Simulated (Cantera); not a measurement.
Input (Python, Cantera) and output of one run.

```python
import numpy as np
import cantera as ct

gas_names = [...]  # 130 gases of nasa_gas.yaml made of C, H, Mg, O, S
cond_names = """
    C(gr) C6H6(L) C7H8(L) C8H18(L),n-octa H2O(s) H2O(L) H2SO4(L) Mg(cr) Mg(L) MgCO3(s) MgO(s) MgO(L)
    MgO2H2(s) MgS(s) MgSO4(s) MgSO4(L) S(cr1) S(cr2) S(L)
""".split()


# ... load() reads the species with a 1 bar reference pressure and builds the phases ...
atoms = {
    'MgCO3': {'Mg': 1, 'C': 1, 'O': 3},
    'SO2': {'S': 1, 'O': 2},
    'H2O': {'H': 2, 'O': 1},
}
top_T = {'C(gr)': 4500, 'MgS(s)': 2250}  # K; cautious upper limits of use, not melting points


# ... equilibrate(T, P, feed) seeds the gas with the atoms and calls Mixture.equilibrate('TP', solver="vcs", rtol=1e-11, max_steps=5000) ...
results = []
feed = {'MgCO3': 1, 'SO2': 1.6, 'H2O': 4.1}  # mol
P = 26000  # Pa
for T in [775, 825, 875, 925, 975, 1025, 1075, 1125, 1175, 1225]:
    mix = equilibrate(T, P, feed)
    results.append((T, P, feed, dict(zip(mix.species_names, mix.species_moles))))

top = {s: max(r[3][s] / sum(r[3][g] for g in gas_names) for r in results) for s in gas_names}
cols = sorted((s for s in top if top[s] > 0.001), key=lambda s: -top[s])[:6]
seen = [c for c in cond_names if any(r[3].get(c, 0) > 1e-12 for r in results)]
print("log10 of partial pressures in bar; condensed amounts in mol")
print(f"{'T/K':>10s}" + "".join(f"{s[:9]:>10s}" for s in cols + seen))
for T, P, feed, n in results:
    ng = sum(n[g] for g in gas_names)
    print(f"{T:10.4g}" + "".join(f"{np.log10(max(n[s] / ng * P / 1e5, 1e-99)):10.3f}" for s in cols)
          + "".join(f"{n.get(c, 0):10.4g}" for c in seen))
```

Result:

```
log10 of partial pressures in bar; condensed amounts in mol
       T/K       H2O       SO2       CO2       H2S        S2    MgO(s)  MgSO4(s)
       775    -0.790    -1.254    -1.398    -2.820    -3.497    0.8509    0.1491
       825    -0.798    -1.207    -1.411    -5.181    -6.473    0.9992 0.0007974
       875    -0.798    -1.207    -1.411    -7.415    -9.339    0.9999   8.2e-05
       925    -0.798    -1.207    -1.411    -9.397   -11.880         1 2.243e-05
       975    -0.798    -1.207    -1.411   -10.241   -12.917         1         0
      1025    -0.798    -1.207    -1.411   -10.258   -12.860         1         0
      1075    -0.798    -1.207    -1.411   -10.276   -12.812         1         0
      1125    -0.798    -1.207    -1.411   -10.291   -12.767         1         0
      1175    -0.798    -1.207    -1.411   -10.298   -12.717         1         0
      1225    -0.798    -1.207    -1.411   -10.280   -12.640         1         0
```

Equilibrium computed with Cantera from the NASA thermochemical tables; the gas is ideal and each condensed phase is pure. Gases not in the tables: S3 to S7.
